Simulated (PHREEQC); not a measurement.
Solution (85 °C): 27 mmol/kgw BaCl2, 0.049 mmol/kgw NaHCO3 and 0.00069 mmol/kgw H4SiO4. Closed to the air; pH follows from the charge balance.

All values are PHREEQC results (ion-association model, phreeqc.dat), not measurements.

This is a speciation only: nothing precipitates in the calculation.

Order these C species by the share of C that they hold, largest first: HCO3-, CO2, BaCO3, BaHCO3+.

HCO3- (56 %), BaHCO3+ (34 %), CO2 (9.4 %), BaCO3 (0.53 %)

The pH is 7.02 and the ionic strength 0.0810 mol/kgw. Complexes and solids missing from the database can't appear. At this temperature some constants are extrapolated from 25 °C, and those without enthalpy data are left unchanged.
